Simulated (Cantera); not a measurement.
Feed: 1 mol SiCl4, 4 mol HCl, 1.1 mol H2, equilibrated at 1298.15 K and 1.00 bar.

Cantera equilibrium calculation (NASA polynomials, part measured and part estimated; ideal gas, pure solids and liquids). Candidate condensed phases: Si; 19 gas species. The tables' values for SiCl3 are old estimates; treat these amounts as uncertain. Equilibrium is a limit: real reactors are often held back by kinetics, nucleation or transport.

Base state: HCl 0.659, H2 0.177, SiCl4 0.160, SiHCl3 0.00195, SiCl3 0.00152, SiCl2 8.62e-5 (mole fractions); condensed: gas only.

### Question
What changes in the equilibrium state with this change: temperature from 1298.15 K to 775 K?

### Answer
```csv
species,before,after
HCl,0.659,0.656
H2,0.177,0.180
SiCl4,0.160,0.164
SiCl2,8.62e-5,<1e-9
SiCl3,0.00152,2.83e-8
SiHCl3,0.00195,2.92e-5
```

### Question
What changes in the equilibrium state with this change: temperature from 1298.15 K to 1150 K?

### Answer
```csv
species,before,after
HCl,0.659,0.657
H2,0.177,0.179
SiCl4,0.160,0.163
SiCl2,8.62e-5,2.62e-6
SiCl3,0.00152,0.000198
SiHCl3,0.00195,0.000903
```

### Question
What changes in the equilibrium state with this change: temperature from 1298.15 K to 925 K?

### Answer
```json
[
 {"species": "HCl", "before": "0.659", "after": "0.656"},
 {"species": "H2", "before": "0.177", "after": "0.180"},
 {"species": "SiCl4", "before": "0.160", "after": "0.164"},
 {"species": "SiCl2", "before": "8.62e-5", "after": "1.35e-9"},
 {"species": "SiCl3", "before": "0.00152", "after": "2.36e-6"},
 {"species": "SiHCl3", "before": "0.00195", "after": "0.000163"}
]
```
